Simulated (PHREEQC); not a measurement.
# Spent oxide etchant: speciation

Consider water at 25 °C with 0.0019 mol/kgw HF, 0.061 mol/kgw (NH4)2SiF6, 0.00021 mol/kgw H3AsO4 and 5.5e-05 mol/kgw HCl. Closed to the air; pH follows from the charge balance.

All values are PHREEQC results (ion-association model, wateq4f.dat), not measurements.

Each row changes one thing in this solution. Precipitation was switched off in this run.

```csv
case,pH,ionic strength (mol/kgw),HF (mol/kgw),F- (mol/kgw),H2AsO4- (mol/kgw),H3AsO4 (mol/kgw)
as made,2.94,0.184,0.00256,0.00216,0.000180,2.99e-5
(NH4)2SiF6 from 0.061 to 0.0915 mol/kgw,2.92,0.276,0.00261,0.00229,0.000180,2.96e-5
(NH4)2SiF6 replaced by HBF4 at the same molality,1.30,0.0589,0.0123,0.000209,2.34e-5,0.000187
temperature from 25 to 65 °C,3.07,0.183,0.00699,0.00378,0.000180,3.01e-5
H3AsO4 replaced by Na2HAsO4 at the same molality,3.00,0.184,0.00242,0.00239,0.000184,2.61e-5
HF from 0.0019 to 0.00019 mol/kgw,3.04,0.183,0.00220,0.00236,0.000186,2.43e-5
(NH4)2SiF6 from 0.061 to 0.0549 mol/kgw,2.94,0.166,0.00255,0.00212,0.000180,3.00e-5
HCl left out,2.94,0.184,0.00255,0.00218,0.000181,2.94e-5
```

Some of these states are supersaturated (in Quartz (slow to form), Chalcedony (slow to form), for instance). Constants without temperature data keep their 25 °C values here. SiF6-2 is the database's only silicon fluoride.
